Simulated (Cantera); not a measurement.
# Ignition delay

Mixture: 14.5 % CO, 20.3 % H₂, 2.47 % CH₄, 13.2 % O₂, 49.5 % N₂, equivalence ratio 1.7, at 7500 Torr, adiabatic and at constant volume. Ignition delay is the time to a rise of 400 K.

Cantera simulation using GRI-Mech 3.0 (53 species, 325 reactions); the numbers are that mechanism's predictions, not measurements. Where the delays flatten at high temperature, the 400 K rule measures the pace of heat release, not the induction time.

```json
[
 {"T0 (K)": "1225", "delay (ms)": "0.0289"},
 {"T0 (K)": "1325", "delay (ms)": "0.00880"},
 {"T0 (K)": "1425", "delay (ms)": "0.00423"},
 {"T0 (K)": "1525", "delay (ms)": "0.00253"},
 {"T0 (K)": "1625", "delay (ms)": "0.00170"},
 {"T0 (K)": "1725", "delay (ms)": "0.00123"},
 {"T0 (K)": "1825", "delay (ms)": "0.000929"},
 {"T0 (K)": "1925", "delay (ms)": "0.000728"},
 {"T0 (K)": "2025", "delay (ms)": "0.000585"},
 {"T0 (K)": "2125", "delay (ms)": "0.000480"}
]
```

```json
{
 "apparent activation energy between 1925 and 2125 K": "71 kJ/mol"
}
```
